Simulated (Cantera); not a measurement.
A perfectly stirred reactor is fed with H2 : O2 : N2 : H2O = 1 : 0.658 : 2.47 : 0.82 (molar parts), at 7.11 atm; it is adiabatic with a 725 K inlet, and is followed from long to short residence time, starting on the burning branch (τ in s: 0.31, 0.11, 0.042, 0.016, 0.0057, 0.0021, 0.00078, 0.00029, 0.00011, 3.9e-05).

Cantera simulation using the H2/O2 subset of GRI-Mech 3.0, which has no nitrogen chemistry; the numbers are that mechanism's predictions, not measurements. The hydrogen kinetics of GRI-Mech 3.0 are dated; newer H2 mechanisms differ, most at raised pressure.

| quantity | before | after |
|---|---|---|
| blow-out, bracketed by the residence times tried | burning at 39.0 µs, the shortest tried | burning at 39.0 µs, the shortest tried |
| x(H2) at τ = 0.310 s | 0.000565 | 0.00154 |
| x(O2) at τ = 0.310 s | 0.0350 | 0.0349 |
| x(H2O) at τ = 0.310 s | 0.407 | 0.404 |
| x(H2O2) at τ = 0.310 s | 5.56e-7 | 1.90e-7 |
| x(H) at τ = 0.310 s | 3.19e-5 | 0.000146 |
| x(H2) at τ = 2.10 ms | 0.00124 | 0.00876 |
| x(O2) at τ = 2.10 ms | 0.0351 | 0.0368 |
| x(H2O) at τ = 2.10 ms | 0.405 | 0.391 |
| x(H2O2) at τ = 2.10 ms | 7.54e-7 | 4.29e-7 |
| x(H) at τ = 2.10 ms | 8.47e-5 | 0.00209 |

Question: Name the change that produced these shifts.
A. inlet temperature 725 to 775 K
B. N2 2.47 to 3.6 parts
C. H2O 0.82 to 1.1 parts
D. pressure from 7.11 atm to 0.888 atm

Answer: D, pressure from 7.11 atm to 0.888 atm
